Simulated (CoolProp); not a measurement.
Properties of dimethyl carbonate along the isobar 0.66 MPa (Tc = 557.0 K, pc = 4.909 MPa, ω = 0.346).

The numbers come from the reference Helmholtz-energy equation of state, Zhou 2011 in CoolProp.

| T (K) | phase | speed of sound (m/s) | Joule-Thomson coefficient (K/MPa) | isothermal compressibility (1/MPa) |
|---|---|---|---|---|
| 322.2 | liquid | 1104 | -0.3001 | 0.001081 |
| 330.5 | liquid | 1071 | -0.2906 | 0.001161 |
| 338.8 | liquid | 1038 | -0.2804 | 0.001248 |
| 347.2 | liquid | 1005 | -0.2692 | 0.001345 |
| 355.5 | liquid | 973.4 | -0.2573 | 0.001451 |
| 363.8 | liquid | 941.8 | -0.2443 | 0.001568 |
| 372.1 | liquid | 910.7 | -0.2303 | 0.001698 |
| 380.4 | liquid | 879.8 | -0.2150 | 0.001843 |
| 388.8 | liquid | 849.0 | -0.1982 | 0.002007 |
| 397.1 | liquid | 818.7 | -0.1799 | 0.002190 |
| 405.4 | liquid | 788.6 | -0.1598 | 0.002398 |
